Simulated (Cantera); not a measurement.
A closed system holds: 1 mol SiHCl3, 15 mol N2, at 1073.15 K and 2.50 mbar.

Cantera equilibrium calculation (NASA polynomials, part measured and part estimated; ideal gas, pure solids and liquids). Candidate condensed phases: NH4Cl, Si, Si3N4; 28 gas species. N2 is the only nitrogen source here; it is nearly inert below about 1500 K, so the nitride shown seldom forms there in practice. The tables' values for SiCl3 are old estimates; treat these amounts as uncertain. Rates play no part.

Base state: N2 0.909, HCl 0.0556, SiCl4 0.0322, H2 0.00314, SiCl3 0.000332, SiCl2 5.48e-5, SiHCl3 2.23e-5 (mole fractions); condensed: Si3N4(s).

Q: What changes in the equilibrium state with this change: SiHCl3 replaced by Si2Cl6?

A: 
```
species          before     after
-------------  --------  --------
N2                0.909     0.907
SiCl4            0.0322    0.0922
SiCl3          0.000332  0.000731
HCl              0.0556         0
H2              0.00314         0
SiHCl3          2.23e-5         0
SiCl2           5.48e-5   9.28e-5
Si3N4(s), mol     0.158     0.165
```
The feed counts by its element totals alone.
